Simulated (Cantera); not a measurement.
Input (Python, Cantera):

```python
import numpy as np
import cantera as ct

gas = ct.Solution("h2o2.yaml")
gas.TPX = 525, 780000, {'H2': 1, 'O2': 0.192, 'N2': 0.723}
flame = ct.FreeFlame(gas, width=0.0095)
flame.set_refine_criteria(ratio=3, slope=0.08, curve=0.16)
flame.transport_model = "mixture-averaged"
flame.solve(loglevel=0, auto=True)
flame.transport_model = "multicomponent"
flame.soret_enabled = True
flame.solve(loglevel=0, refine_grid=True)
z, T = flame.grid, flame.T
thick = (T[-1] - T[0]) / np.gradient(T, z).max()
show = ['H2', 'O2', 'O', 'H', 'H2O', 'OH']
print(f"laminar burning velocity  {flame.velocity[0] * 100:.3f} cm/s")
print(f"burnt temperature         {T[-1]:.1f} K")
print(f"thermal thickness         {thick * 1e3:.4f} mm")
print(f"grid points               {len(z)}")
z0 = z[flame.heat_release_rate.argmax()]
print(f"{'z/mm':>9s}{'T/K':>9s}{'u/(m/s)':>9s}" + "".join(f"{s:>11s}" for s in show))
rows = []
for k in (-3, -2, -1.5, -1, -0.5, -0.25, 0, 0.25, 0.5, 1, 2, 4, 8):
    zz = z0 + k * thick
    rows.append([k * thick, np.interp(zz, z, T), np.interp(zz, z, flame.velocity),
                 *(np.interp(zz, z, flame.X[gas.species_index(s)]) for s in show)])
    print(f"{rows[-1][0] * 1e3:9.3f}{rows[-1][1]:9.1f}{rows[-1][2]:9.3f}" + "".join(f"{x:11.3e}" for x in rows[-1][3:]))
```

Output:

```
laminar burning velocity  553.720 cm/s
burnt temperature         2074.2 K
thermal thickness         0.0335 mm
grid points               118
     z/mm      T/K  u/(m/s)         H2         O2          O          H        H2O         OH
   -0.101    525.0    5.537  5.222e-01  1.003e-01  2.039e-12  2.230e-14  5.770e-09  4.270e-14
   -0.067    525.1    5.536  5.220e-01  1.003e-01  2.955e-10  3.276e-12  3.712e-07  6.210e-12
   -0.050    525.6    5.533  5.211e-01  1.005e-01  3.369e-09  3.871e-11  3.324e-06  7.198e-11
   -0.034    530.5    5.531  5.158e-01  1.016e-01  8.808e-08  3.187e-09  7.114e-05  3.333e-09
   -0.017    639.7    6.285  4.789e-01  1.060e-01  1.250e-05  8.450e-05  5.795e-03  5.685e-05
   -0.008    949.9    9.113  4.470e-01  9.374e-02  1.702e-04  2.760e-03  3.774e-02  5.746e-04
    0.000   1317.2   12.584  4.058e-01  6.468e-02  7.041e-04  1.316e-02  9.697e-02  1.024e-03
    0.008   1572.0   15.035  3.651e-01  3.307e-02  9.126e-04  2.584e-02  1.569e-01  1.517e-03
    0.017   1710.1   16.368  3.418e-01  1.379e-02  5.935e-04  3.241e-02  1.932e-01  1.645e-03
    0.034   1825.6   17.447  3.312e-01  2.257e-03  1.921e-04  3.187e-02  2.157e-01  1.563e-03
    0.067   1909.2   18.180  3.350e-01  1.398e-04  7.374e-05  2.393e-02  2.209e-01  1.319e-03
    0.134   1973.9   18.726  3.411e-01  1.197e-05  3.176e-05  1.540e-02  2.224e-01  9.519e-04
    0.268   2019.1   19.097  3.456e-01  3.620e-06  1.139e-05  8.996e-03  2.234e-01  6.002e-04
```

Model: the H2/O2 subset of GRI-Mech 3.0, which has no nitrogen chemistry, integrated in Cantera. The hydrogen kinetics of GRI-Mech 3.0 are dated; newer H2 mechanisms differ, most at raised pressure. Burning velocities carry a grid error of a few per cent, more on coarse grids.
